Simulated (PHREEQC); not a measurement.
Ca(OH)2 is added in steps, without added water, to 1 kg of water holding 0.048 mol HCl and 4.1e-05 mol AlCl3, at 69 °C. Oxygen alone is held at its pressure in air (log pO2 = -0.68). The system is closed to CO2. The run lets Portlandite, Al(OH)3(a) precipitate or redissolve, and no other solid.

Base run: PHREEQC, ion-association model, wateq4f.dat. Each further column changes one thing. The table gives pH.

```tsv
Ca(OH)2 added (mol)	base	all activity coefficients set to 1	Debye-Hückel limiting law	metal-ligand complexes left out	Davies equation for every ion
0	1.39	1.32	1.44	1.39	1.41
0.001687	1.42	1.35	1.47	1.42	1.44
0.003375	1.46	?	1.51	1.46	1.48
0.00675	1.54	1.46	1.59	1.54	1.56
0.008438	1.58	1.51	1.64	1.58	1.60
0.01013	1.63	1.56	1.69	1.63	1.66
0.01181	1.69	1.61	1.75	1.69	1.71
0.01519	1.83	1.75	1.89	1.83	1.86
0.01688	1.93	?	1.99	1.93	1.95
0.01856	2.04	?	2.11	2.04	2.07
0.02025	2.21	?	2.27	2.21	2.23
0.02363	3.21	?	3.27	3.21	3.23
0.02531	10.10	?	10.07	10.10	10.11
0.027	10.48	?	10.44	10.48	10.48
```

Task: Some entries are withheld; supply them.

Result: 
- 0.003375, all activity coefficients set to 1: 1.38
- 0.01688, all activity coefficients set to 1: 1.85
- 0.01856, all activity coefficients set to 1: 1.96
- 0.02025, all activity coefficients set to 1: 2.13
- 0.02363, all activity coefficients set to 1: 3.12
- 0.02531, all activity coefficients set to 1: 10.21
- 0.027, all activity coefficients set to 1: 10.59

Constants without temperature data keep their 25 °C values here.
